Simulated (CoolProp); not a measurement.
Dodecamethylcyclohexasiloxane (D6) along the isotherm 620 K: fugacity coefficient from the reference equation and from simpler models built on Tc = 645.8 K, pc = 9.614 bar, ω = 0.736; each cubic takes its own stable root.

Values from CoolProp's reference Helmholtz-energy equation of state, Colonna 2008. It is a short technical equation, of lower accuracy than the large ones.

```
p (bar)   phase  reference
-------  ------  ---------
7.4      liquid     0.6246
14.8     liquid     0.3527
22.2     liquid     0.2637
29.6     liquid     0.2208
37       liquid     0.1967
44.4     liquid     0.1820
51.8     liquid     0.1729
59.2     liquid     0.1674
66.6     liquid     0.1643
74       liquid     0.1632
81.4     liquid     0.1634
88.7     liquid     0.1649
96.1     liquid     0.1673
```

Q: How far does each simpler model (van der Waals, Redlich-Kwong, Soave-Redlich-Kwong, Peng-Robinson) lie from the reference over these 13 states: mean and median of the absolute difference, and the worst?

A: 
- van der Waals: mean 64.2 %, median 64.4 %, worst +104.7 % at 620 K and 96.1 bar
- Redlich-Kwong: mean 23.2 %, median 24.2 %, worst +27.6 % at 620 K and 96.1 bar
- Soave-Redlich-Kwong: mean 10.8 %, median 11.3 %, worst +13.3 % at 620 K and 96.1 bar
- Peng-Robinson: mean 2.1 %, median 2.1 %, worst -4.2 % at 620 K and 96.1 bar

At some of these states van der Waals, Redlich-Kwong gives the other phase, because its saturation line lies elsewhere.
